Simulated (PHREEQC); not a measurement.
# Phosphoric acid bath: an equilibrium model

A solution holds 0.1 mol NaH2PO4, 0.033 mol HNO3 and 0.00032 mol H4SiO4 per kg of water, at 20 °C. It is in equilibrium with CO2 at log p = -1 (atm). Otherwise closed; pH follows from the charge balance.

The numbers come from PHREEQC with the ion-association model, phreeqc.dat.

Precipitation was switched off in this run.

Predict the pH, ionic strength.

pH 2.43; ionic strength 0.104 mol/kgw.

In which forms is P present?

H2PO4- 72 %, H3PO4 28 % of the P.

The solution is supersaturated, for example in Quartz (slow to form), Chalcedony (slow to form), so a real one may precipitate; this is no full list. Species that the database lacks are ignored.
